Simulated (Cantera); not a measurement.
**SiF4 + C2H2 + H2 (silicon carbide growth)**

Charge: 1 mol SiF4, 0.49 mol C2H2, 370 mol H2, held at 1625 °C and 70.0 mbar.

These are equilibrium values from Cantera (NASA tables, ideal gas, pure condensed phases), not measurements of a reactor. Candidate condensed phases: C, C6H6, C7H8, C8H18, Si, SiC; 113 gas species. The tables' values for SiF2, SiF3, SiF are old estimates; treat these amounts as uncertain. The numbers say what is thermodynamically allowed, not how fast it happens.

The x(H2) is 0.987 and the x(HF) comes out as 0.00938. The x(H) is 0.00293 and the x(SiF2) is 0.000397. The x(C2H2 (acetylene)) is 0.000253. The x(SiF3) is 0.000145, the x(CH4) comes out as 3.18e-5 and the x(SiF4) is 1.74e-5. The x(SiF) is 1.09e-5, the n(SiC(s)) is 0.779 mol and the gas amount is 373.0 mol. The log10 activity of C(graphite) (absent) is -0.08. The log10 activity of Si(l) (absent) is -1.35.
